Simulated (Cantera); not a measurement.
**Thermodynamics of chlorosilane synthesis and conversion, feed SiCl₄ + HCl + H₂**

Charge: 1 mol SiCl₄, 2.1 mol HCl, 1.8 mol H₂, equilibrated at 2930 Torr.

Equilibrium computed with Cantera from the NASA thermochemical tables; the gas is ideal and each condensed phase is pure. Candidate condensed phases: Si; 19 gas species. The tables' values for SiCl₃ are old estimates; treat these amounts as uncertain. Equilibrium is a limit: real reactors are often held back by kinetics, nucleation or transport.

From 477 °C to 1077 °C nothing is condensed. The main Si-bearing gas is SiCl₄ throughout.

| T (°C) | x HCl | x H₂ | x SiCl₄ | x SiHCl₃ | x SiCl₃ |
|---|---|---|---|---|---|
| 477 | 0.429 | 0.367 | 0.204 | 7.91e-5 | 1.56e-8 |
| 577 | 0.429 | 0.367 | 0.204 | 0.000289 | 4.33e-7 |
| 677 | 0.429 | 0.367 | 0.203 | 0.000796 | 5.88e-6 |
| 777 | 0.430 | 0.366 | 0.202 | 0.00178 | 4.79e-5 |
| 877 | 0.432 | 0.364 | 0.200 | 0.00342 | 0.000267 |
| 977 | 0.435 | 0.361 | 0.197 | 0.00581 | 0.00110 |
| 1077 | 0.441 | 0.356 | 0.191 | 0.00881 | 0.00358 |
x: gas mole fraction; nothing condenses.
